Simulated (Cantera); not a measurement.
A perfectly stirred reactor is fed with 0.249 % CH3OH, 0.219 % O2, 99.5 % N2, equivalence ratio 1.7, at 728 Torr; it is held at 975 K, and followed from long to short residence time.

Cantera simulation using GRI-Mech 3.0 (53 species, 325 reactions); the numbers are that mechanism's predictions, not measurements. GRI-Mech 3.0 was tuned for natural gas; its chemistry of methanol as a main component is partial and can be far from experiment.

Question: Predict: x(CH3OH) at τ = 2.10 s; x(O2) at τ = 2.10 s; x(CO) at τ = 2.10 s; x(CH3OH) at τ = 14.0 ms; x(O2) at τ = 14.0 ms.

Answer: 
| Property | Result |
|---|---|
| x(CH3OH) at τ = 2.10 s | 0.000344 |
| x(O2) at τ = 2.10 s | 0.000938 |
| x(CO) at τ = 2.10 s | 0.00173 |
| x(CH3OH) at τ = 14.0 ms | 0.00249 |
| x(O2) at τ = 14.0 ms | 0.00219 |
